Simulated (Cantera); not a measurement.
Input: 1 mol BaF2, 90 mol H2, 8 mol H2O, at 1202 °C and 0.330 bar.

Equilibrium computed with Cantera from the NASA thermochemical tables; the gas is ideal and each condensed phase is pure. Candidate condensed phases: Ba, BaF2, BaO, Ba(OH)2, H2O; 27 gas species. Mutual solubility and eutectic melting of coexisting phases are not modelled. Rates play no part.

Base state: H2 0.918, H2O 0.0813, HF 0.000530, Ba(OH)2 6.85e-5, BaF2 5.81e-5, H 2.16e-5 (mole fractions); condensed: BaF2(s) + BaO(s).

What changes in the equilibrium state with this change: BaF2 replaced by CsCl?


| species | before | after |
|---|---|---|
| H2 | 0.918 | 0.909 |
| H2O | 0.0813 | 0.0807 |
| CsCl | 0 | 0.00982 |
| Ba(OH)2 | 6.85e-5 | 0 |
| HF | 0.000530 | 0 |
| HCl | 0 | 0.000227 |
| CsOH | 0 | 0.000130 |
| BaF2(s), mol | 0.968 | 0 |
| BaO(s), mol | 0.0190 | 0 |
Further candidate phases: Cs, CsCl, CsOH.
